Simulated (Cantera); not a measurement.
A Cantera script and what it prints.

```python
import numpy as np
import cantera as ct

gas_names = """
    Br Br2 Si SiBr SiBr2 SiBr3 SiBr4 Si2 Si3
""".split()
cond_names = """
    Br2(cr) Br2(L) Si(cr) Si(L)
""".split()


# ... load() reads the species with a 1 bar reference pressure and builds the phases ...
atoms = {
    'Si': {'Si': 1},
    'Br2': {'Br': 2},
}
top_T = {}  # K; cautious upper limits of use, not melting points


# ... equilibrate(T, P, feed) seeds the gas with the atoms and calls Mixture.equilibrate('TP', solver="vcs", rtol=1e-11, max_steps=5000) ...
results = []
feed = {'Si': 1, 'Br2': 5.8}  # mol
T = 1473.15  # K
for P in [1, 5.2, 27, 140, 720, 3700, 19000, 100000]:
    mix = equilibrate(T, P, feed)
    results.append((T, P, feed, dict(zip(mix.species_names, mix.species_moles))))

top = {s: max(r[3][s] / sum(r[3][g] for g in gas_names) for r in results) for s in gas_names}
cols = sorted((s for s in top if top[s] > 0.0001), key=lambda s: -top[s])[:8]
seen = [c for c in cond_names if any(r[3].get(c, 0) > 1e-12 for r in results)]
print("log10 of partial pressures in bar; condensed amounts in mol")
print(f"{'P/Pa':>10s}" + "".join(f"{s[:9]:>10s}" for s in cols + seen))
for T, P, feed, n in results:
    ng = sum(n[g] for g in gas_names)
    print(f"{P:10.4g}" + "".join(f"{np.log10(max(n[s] / ng * P / 1e5, 1e-99)):10.3f}" for s in cols)
          + "".join(f"{n.get(c, 0):10.4g}" for c in seen))
```

Result:

```
log10 of partial pressures in bar; condensed amounts in mol
      P/Pa        Br       Br2     SiBr4     SiBr2     SiBr3      SiBr
         1    -5.043    -8.911    -9.501    -6.028    -8.423    -8.882
       5.2    -4.328    -7.480    -7.362    -5.320    -7.000    -8.891
        27    -3.615    -6.056    -5.322    -4.704    -5.672    -8.987
       140    -2.914    -4.653    -3.896    -4.681    -4.947    -9.665
       720    -2.236    -3.298    -3.061    -5.201    -4.789   -10.863
      3700    -1.629    -2.083    -2.281    -5.636    -4.617   -11.905
   1.9e+04    -1.127    -1.078    -1.498    -5.858    -4.337   -12.629
     1e+05    -0.695    -0.214    -0.728    -5.952    -3.998   -13.155
```

Cantera equilibrium calculation (NASA polynomials, part measured and part estimated; ideal gas, pure solids and liquids). The tables' values for SiBr3, SiBr are old estimates; treat these amounts as uncertain.
